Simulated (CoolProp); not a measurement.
Saturation properties of CHF3 (R23).

Computed with CoolProp (reference Helmholtz-energy equation of state, Penoncello 2003).

```tsv
T (°C)	p (MPa)	vapour density (kg/m³)	enthalpy of vaporisation (kJ/kg)	liquid viscosity (µPa s)	liquid conductivity (mW/(m K))
-114.25	0.01003	0.5371	263.9	565	171
-105.75	0.02043	1.044	257.7	470	160
-97.25	0.03842	1.883	251.3	398	150
-88.75	0.06753	3.189	244.8	342	141
-80.25	0.1121	5.127	237.9	296	133
-71.75	0.1772	7.890	230.7	260	126
-63.25	0.2687	11.71	223.0	229	120
-54.75	0.3928	16.85	214.8	203	114
-46.25	0.5565	23.66	206.0	181	108
-37.75	0.7674	32.56	196.4	161	103
```

It boils at -82.0 °C under 1 atm.

Viscosity comes from a separate model (Shan 2000). Thermal conductivity comes from a separate model (Shan 2000).
